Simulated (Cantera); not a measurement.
Input (Python, Cantera):

```python
import numpy as np
import cantera as ct

gas = ct.Solution("gri30.yaml")
gas.TPX = 400, 28000, {'CO': 1, 'H2': 0.35, 'O2': 0.993, 'N2': 3.73}
inlet = ct.Reservoir(gas, clone=True)
gas.equilibrate("HP")  # start burning
reactor = ct.IdealGasConstPressureReactor(gas, energy="on", clone=False)
exhaust = ct.Reservoir(gas, clone=True)
tau = [0.089, 0.049, 0.027, 0.015, 0.0081, 0.0044, 0.0024, 0.0013, 0.00074, 0.0004, 0.00022, 0.00012, 6.7e-05][0]
for a, b in ((inlet, reactor), (reactor, exhaust)):
    ct.MassFlowController(a, b, mdot=lambda t: reactor.mass / tau)
net = ct.ReactorNet([reactor])
show = ['CO', 'H2', 'O2', 'H2O', 'O', 'H2O2', 'H']

rows = []
print(f"{'tau/s':>10s}{'T/K':>9s}" + "".join(f"{s:>11s}" for s in show))
for tau in [0.089, 0.049, 0.027, 0.015, 0.0081, 0.0044, 0.0024, 0.0013, 0.00074, 0.0004, 0.00022, 0.00012, 6.7e-05]:
    net.initial_time = 0.0
    net.advance(30 * tau)
    before = gas.X
    net.advance(40 * tau)
    drift = np.max(np.abs(gas.X - before) / (gas.X + 1e-9))
    rows.append([gas.T, *gas[show].X, drift])
    print(f"{tau:10.3e}{gas.T:9.1f}" + "".join(f"{x:11.3e}" for x in gas[show].X))
```

Result:

```
     tau/s      T/K         CO         H2         O2        H2O          O       H2O2          H
 8.900e-02   2011.0  1.657e-02  1.262e-03  6.427e-02  5.969e-02  3.123e-03  3.264e-08  1.054e-03
 4.900e-02   1963.6  2.094e-02  1.665e-03  6.600e-02  5.847e-02  4.289e-03  4.284e-08  1.708e-03
 2.700e-02   1907.1  2.573e-02  2.150e-03  6.785e-02  5.699e-02  5.787e-03  5.867e-08  2.717e-03
 1.500e-02   1842.8  3.064e-02  2.699e-03  6.972e-02  5.525e-02  7.606e-03  8.311e-08  4.200e-03
 8.100e-03   1766.3  3.577e-02  3.328e-03  7.170e-02  5.310e-02  9.854e-03  1.247e-07  6.446e-03
 4.400e-03   1681.4  4.076e-02  3.959e-03  7.374e-02  5.063e-02  1.231e-02  1.934e-07  9.527e-03
 2.400e-03   1587.1  4.602e-02  4.533e-03  7.617e-02  4.791e-02  1.469e-02  3.061e-07  1.343e-02
 1.300e-03   1477.9  5.344e-02  4.997e-03  8.010e-02  4.526e-02  1.637e-02  4.830e-07  1.768e-02
 7.400e-04   1351.9  6.768e-02  5.451e-03  8.815e-02  4.382e-02  1.562e-02  7.096e-07  1.974e-02
 4.000e-04    400.0  1.647e-01  5.763e-02  1.635e-01  7.110e-16  1.022e-21  5.884e-19  9.243e-25
 2.200e-04    400.0  1.647e-01  5.763e-02  1.635e-01  9.625e-20  9.953e-25  7.965e-23  8.703e-28
 1.200e-04    400.0  1.647e-01  5.763e-02  1.635e-01  6.080e-21  5.309e-25  5.031e-24  4.518e-28
 6.700e-05    400.0  1.647e-01  5.763e-02  1.635e-01  3.840e-22  2.996e-25  3.178e-25  2.447e-28
```

Detailed kinetics in Cantera: GRI-Mech 3.0 (53 species, 325 reactions).
